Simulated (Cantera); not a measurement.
Feed: 1 mol Si3N4, 6 mol O2, 1.4 mol HF, at 848.15 K.

Cantera equilibrium calculation (NASA polynomials, part measured and part estimated; ideal gas, pure solids and liquids). Candidate condensed phases: H2O, Si, SiO2, Si2N2O, Si3N4; 58 gas species. Rates play no part.

log p: log10 of the partial pressure in bar; n: condensed amount in mol.

| P (Pa) | log p O2 | log p N2 | log p HF | log p H2O | log p SiF4 | n SiO2(β-quartz) |
|---|---|---|---|---|---|---|
| 1 | -5.33 | -5.50 | -5.70 | -6.95 | -7.25 | 2.96 |
| 10 | ___ | ___ | ___ | ___ | ___ | 2.93 |
| 100 | ___ | ___ | ___ | ___ | ___ | 2.89 |
| 1000 | -2.32 | -2.49 | -2.94 | -3.26 | -3.56 | 2.83 |
| 10000 | -1.31 | -1.49 | -2.09 | -2.14 | -2.44 | 2.77 |
| 100000 | -0.31 | -0.49 | -1.28 | -1.05 | -1.36 | 2.73 |

Some entries are withheld; supply them.


- 100, log p O2: -3.32
- 100, log p N2: -3.50
- 100, log p HF: -3.82
- 100, log p H2O: -4.44
- 100, log p SiF4: -4.74
- 10, log p O2: -4.32
- 10, log p N2: -4.50
- 10, log p HF: -4.75
- 10, log p H2O: -5.67
- 10, log p SiF4: -5.98
